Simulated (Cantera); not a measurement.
## Hydrocarbon pyrolysis for carbon deposition

A perfectly stirred reactor is fed with 1.52 % CH4, 98.5 % N2, at 1.00 bar; it is held at 1775 K, and followed from long to short residence time.

Detailed kinetics in Cantera: GRI-Mech 3.0 (53 species, 325 reactions). GRI-Mech 3.0 stops at C3 and has no aromatics, soot or wall deposition, so with more carbon than oxygen in the feed, carbon stays in small species such as C2H2 where larger ones or solid carbon would form.

```tsv
τ (s)	x CH4	x C2H4	x CH3	x H2	x C2H	x HCN	x H
3.5	0.000458	5.21e-6	1.78e-5	0.0217	1.09e-7	8.91e-5	4.20e-5
0.66	0.00105	8.75e-6	4.04e-5	0.0208	1.04e-7	3.41e-5	4.00e-5
0.13	0.00232	2.67e-5	8.74e-5	0.0188	9.39e-8	1.26e-5	3.61e-5
0.024	0.00498	0.000114	0.000183	0.0147	7.36e-8	3.81e-6	2.87e-5
0.0044	0.00920	0.000390	0.000327	0.00804	4.08e-8	7.38e-7	1.77e-5
0.00084	0.0135	0.000354	0.000366	0.00169	6.62e-9	3.96e-8	5.58e-6
0.00016	0.0150	1.09e-5	0.000122	8.82e-5	6.30e-11	2.68e-10	9.89e-7
```
x: mole fraction; the columns are a selection and need not sum to one.
